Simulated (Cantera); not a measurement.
A closed system holds: 1 mol B, 0.032 mol HCl, 0.73 mol H2, held at 750 Torr.

Method: chemical equilibrium by Gibbs-energy minimisation in Cantera with the NASA 1993 tables (ideal gas, pure condensed phases). Candidate condensed phases: B; 13 gas species. Gases not in the tables: BHCl2. Rates play no part. All values below are at 1075 K.

Base state: H2 0.966, HCl 0.0296, BCl3 0.00416 (mole fractions); condensed: B(s).

**Question.** What changes in the equilibrium state with this change: H2 from 0.73 to 2 mol?

**Answer.** 
| species | before | after |
|---|---|---|
| H2 | 0.966 | 0.985 |
| HCl | 0.0296 | 0.0144 |
| BCl3 | 0.00416 | 0.000461 |
| B(s), mol | 0.997 | 0.999 |

**Question.** What changes in the equilibrium state with this change: HCl from 0.032 to 0.077 mol?

**Answer.** 
```csv
species,before,after
H2,0.966,0.937
HCl,0.0296,0.0463
BCl3,0.00416,0.0166
"B(s), mol",0.997,0.987
```

**Question.** What changes in the equilibrium state with this change: H2 from 0.73 to 0.21 mol?

**Answer.** 
```json
[
 {"species": "H2", "before": "0.966", "after": "0.920"},
 {"species": "HCl", "before": "0.0296", "after": "0.0537"},
 {"species": "BCl3", "before": "0.00416", "after": "0.0268"},
 {"species": "B(s), mol", "before": "0.997", "after": "0.994"}
]
```
